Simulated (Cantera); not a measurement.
Mixture: C₂H₄ : O₂ : N₂ : H₂O = 1 : 3.57 : 13.4 : 2.8 (molar parts), equivalence ratio 0.84, at 36000 Pa, adiabatic and at constant volume. Ignition delay is the time to a rise of 400 K.

Detailed kinetics in Cantera: GRI-Mech 3.0 (53 species, 325 reactions). GRI-Mech 3.0 was tuned for natural gas; its chemistry of ethylene as a main component is partial and can be far from experiment. Where the delays flatten at high temperature, the 400 K rule measures the pace of heat release, not the induction time.

### Question
What does this change do: pressure from 36000 Pa to 49000 Pa?

### Answer
```
quantity                                               before      after
--------------------------------------------------  ---------  ---------
delay at 1225 K                                      0.371 ms   0.314 ms
delay at 1375 K                                      0.133 ms   0.101 ms
delay at 1525 K                                       70.8 µs    52.7 µs
delay at 1675 K                                       43.7 µs    32.3 µs
delay at 1825 K                                       29.1 µs    21.5 µs
apparent activation energy between 1675 and 1825 K  69 kJ/mol  69 kJ/mol
```
